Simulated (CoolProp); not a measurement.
The fluid at 223.62 K and 0.684 MPa (liquid) is heated at constant pressure to 266.2 K. The same conditions are run with several fluids, on thermodynamics alone (safety and materials aside).

Computed with CoolProp (reference Helmholtz-energy equation of state of each fluid (n-perfluorohexane: Gao 2022; dimethyl ether: Wu 2011; C2F6 (R116): Lemmon 2006; ethylbenzene: Zhou 2012; R22: Kamei 1995)).

**Question.** Rank n-perfluorohexane, dimethyl ether, C2F6 (R116), ethylbenzene, R22 by heat (kJ/kg), highest first.

**Answer.** C2F6 (R116) (131), dimethyl ether (94.9), ethylbenzene (68.0), R22 (47.2), n-perfluorohexane (41.0)

```
fluid              final phase  final density (kg/m³)
-----------------  -----------  ---------------------
n-perfluorohexane       liquid                   1770
dimethyl ether          liquid                    711
C2F6 (R116)                gas                   48.1
ethylbenzene            liquid                    891
R22                     liquid                   1310
```
